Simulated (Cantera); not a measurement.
A closed system holds: 1 mol C6H6, 0.025 mol O2, 3.1 mol N2, at 927 °C and 84.0 bar.

These are equilibrium values from Cantera (NASA tables, ideal gas, pure condensed phases), not measurements of a reactor. Candidate condensed phases: C, C6H6, C7H8, C8H18, H2O; 136 gas species. The ideal-gas law is rough above about 30 bar. Kinetics and transport are ignored.

Base state: N2 0.567, H2 0.301, CH4 0.121, CO 0.00547, H2O 0.00359, NH3 0.00200, CO2 4.75e-5, C2H6 3.72e-5 (mole fractions); condensed: C(graphite).

Question: What changes in the equilibrium state with this change: pressure from 84.0 bar to 13.0 bar?

Answer: 
```json
[
 {"species": "N2", "before": "0.567", "after": "0.524"},
 {"species": "H2", "before": "0.301", "after": "0.429"},
 {"species": "CH4", "before": "0.121", "after": "0.0379"},
 {"species": "C2H6", "before": "3.72e-5", "after": "2.57e-6"},
 {"species": "NH3", "before": "0.00200", "after": "0.000506"},
 {"species": "CO2", "before": "4.75e-5", "after": "1.33e-5"},
 {"species": "C(graphite), mol", "before": "5.31", "after": "5.73"}
]
```
